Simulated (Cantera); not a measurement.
Input: 1 mol SiH4, 0.02 mol C2H4, 72 mol H2, equilibrated at 7.50 Torr.

Cantera equilibrium calculation (NASA polynomials, part measured and part estimated; ideal gas, pure solids and liquids). Candidate condensed phases: C, C6H6, C7H8, C8H18, Si, SiC; 87 gas species. Mutual solubility and eutectic melting of coexisting phases are not modelled. Gases not in the tables: Si2H6 and higher silanes. Equilibrium is a limit: real reactors are often held back by kinetics, nucleation or transport.

Question: Which condensed phases are stable at each of these points (T (°C)): 1225, 1250, 1275, 1300, 1325, 1350, 1375, 1400, 1425?

Answer: 
```
T (°C)  condensed phases  Si condensed (%)
------  ----------------  ----------------
1225      Si(s) + SiC(s)             100.0
1250      Si(s) + SiC(s)             100.0
1275      Si(s) + SiC(s)              99.9
1300      Si(s) + SiC(s)              99.9
1325      Si(s) + SiC(s)              99.9
1350      Si(s) + SiC(s)              99.8
1375      Si(s) + SiC(s)              99.7
1400      Si(s) + SiC(s)              99.6
1425      Si(l) + SiC(s)              99.3
```

From 1225 °C to 1400 °C the condensed part is Si(s) + SiC(s). At 1425 °C the condensed part is Si(l) + SiC(s).
